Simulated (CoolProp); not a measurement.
Propylene glycol at several states: fugacity coefficient from the reference equation and from simpler models built on Tc = 674.0 K, pc = 7.292 MPa, ω = 0.327; each cubic takes its own stable root.

Model: reference Helmholtz-energy equation of state, Eisenbach 2021, in CoolProp.

```json
[
 {"T (K)": "273.4", "p (MPa)": "0.0223", "phase": "liquid", "reference": "6.848e-5", "van der Waals": "0.9931", "Redlich-Kwong": "0.02394", "Soave-Redlich-Kwong": "0.003062", "Peng-Robinson": "0.003738"},
 {"T (K)": "224.3", "p (MPa)": "2.13", "phase": "liquid", "reference": "8.833e-10", "van der Waals": "0.003690", "Redlich-Kwong": "3.164e-6", "Soave-Redlich-Kwong": "2.471e-7", "Peng-Robinson": "3.517e-7"},
 {"T (K)": "582", "p (MPa)": "0.0379", "phase": "gas", "reference": "0.9970", "van der Waals": "0.9978", "Redlich-Kwong": "0.9973", "Soave-Redlich-Kwong": "0.9971", "Peng-Robinson": "0.9969"},
 {"T (K)": "434.3", "p (MPa)": "0.162", "phase": "liquid", "reference": "0.2542", "van der Waals": "0.9817", "Redlich-Kwong": "0.9745", "Soave-Redlich-Kwong": "0.8209", "Peng-Robinson": "0.8288"},
 {"T (K)": "266.3", "p (MPa)": "0.97", "phase": "liquid", "reference": "7.277e-7", "van der Waals": "0.03634", "Redlich-Kwong": "0.0003391", "Soave-Redlich-Kwong": "4.033e-5", "Peng-Robinson": "4.997e-5"},
 {"T (K)": "601.9", "p (MPa)": "0.0133", "phase": "gas", "reference": "0.9991", "van der Waals": "0.9993", "Redlich-Kwong": "0.9991", "Soave-Redlich-Kwong": "0.9991", "Peng-Robinson": "0.9990"}
]
```

At some of these states van der Waals, Redlich-Kwong gives the other phase, because its saturation line lies elsewhere.
